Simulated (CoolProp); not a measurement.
A simple Rankine cycle with neopentane: condensing at 312.15 K, boiler at 1.07 MPa, turbine inlet 375.7 K, turbine efficiency 0.6, pump efficiency 0.6, no recuperator. Each further row changes one setting.

Computed with CoolProp (reference Helmholtz-energy equation of state, Lemmon 2006). It is a short technical equation, of lower accuracy than the large ones.

```csv
case,thermal efficiency (%),net work (kJ/kg),heat in (kJ/kg),turbine exit temperature (K),volume ratio over the turbine
as stated,7.2,27.8,389,(withheld),4.57
turbine inlet 395.7 K,(withheld),30.5,436,370.4,4.42
condensing temperature 304.15 K,(withheld),32.9,(withheld),345.0,5.81
boiler pressure 0.749 MPa,5.6,22.4,401,357.5,3.00
turbine efficiency 0.5,5.9,22.8,389,351.1,4.61
```

Q: Some entries are withheld; supply them.

A: 
- as stated, turbine exit temperature (K): 348.5
- turbine inlet 395.7 K, thermal efficiency (%): 7.0
- condensing temperature 304.15 K, thermal efficiency (%): 8.1
- condensing temperature 304.15 K, heat in (kJ/kg): 408
